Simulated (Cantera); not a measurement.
Input (Python, Cantera) and output of one run.

```python
import numpy as np
import cantera as ct

gas_names = [...]  # 113 gases of nasa_gas.yaml made of C, H, O, Ti
cond_names = """
    C(gr) C6H6(L) C7H8(L) C8H18(L),n-octa H2O(s) H2O(L) Ti(a) Ti(b) Ti(L) TiC(s) TiC(L) TiO(a) TiO(b)
    TiO(L) TiO2(ru) TiO2(L) Ti2O3(a) Ti2O3(b) Ti2O3(L) Ti3O5(a) Ti3O5(b) Ti3O5(L) Ti4O7(s) Ti4O7(L)
""".split()


# ... load() reads the species with a 1 bar reference pressure and builds the phases ...
atoms = {
    'Ti(OiPr)4': {'Ti': 1, 'C': 12, 'H': 28, 'O': 4},
    'H2': {'H': 2},
}
top_T = {'C(gr)': 4500}  # K; cautious upper limits of use, not melting points


# ... equilibrate(T, P, feed) seeds the gas with the atoms and calls Mixture.equilibrate('TP', solver="vcs", rtol=1e-11, max_steps=5000) ...
results = []
feed = {'Ti(OiPr)4': 1, 'H2': 140}  # mol
T = 1300  # K
P = 133.322  # Pa
mix = equilibrate(T, P, feed)
results.append((T, P, feed, dict(zip(mix.species_names, mix.species_moles))))
x = sorted(zip(gas.X, gas.species_names), reverse=True)
print(f"T = {T:g} K  P = {P:g} Pa  gas = {mix.phase_moles(0):.4g} mol")
print("   x: " + "  ".join(f"{s} {v:.3e}" for v, s in x if v > 0.0001))
print("   condensed (mol): " + ("  ".join(f"{mix.phase(i).name} {mix.phase_moles(i):.4g}"
      for i in range(1, mix.n_phases) if mix.phase_moles(i) > 1e-12) or "none"))
```

It prints:

```
T = 1300 K  P = 133.322 Pa  gas = 158 mol
   x: H2 9.746e-01  CO 2.532e-02
   condensed (mol): C(gr) 6.998  TiC(s) 1
```

Equilibrium computed with Cantera from the NASA thermochemical tables; the gas is ideal and each condensed phase is pure. The feed counts by its element totals alone. TiC: taken at fixed stoichiometry.
